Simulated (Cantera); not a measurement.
Ignition delay

Mixture: 2.28 % C2H4, 14.5 % O2, 80.0 % N2, 3.19 % H2O, at 1.00 bar, adiabatic and at constant pressure. Ignition delay is the time to a rise of 400 K.

Detailed kinetics in Cantera: GRI-Mech 3.0 (53 species, 325 reactions). GRI-Mech 3.0 was tuned for natural gas; its chemistry of ethylene as a main component is partial and can be far from experiment. Where the delays flatten at high temperature, the 400 K rule measures the pace of heat release, not the induction time.

| T0 (K) | delay (ms) |
|---|---|
| 1073 | 10.8 |
| 1148 | 1.21 |
| 1223 | 0.306 |
| 1298 | 0.158 |
| 1373 | 0.102 |
| 1448 | 0.0780 |
| 1523 | 0.0671 |
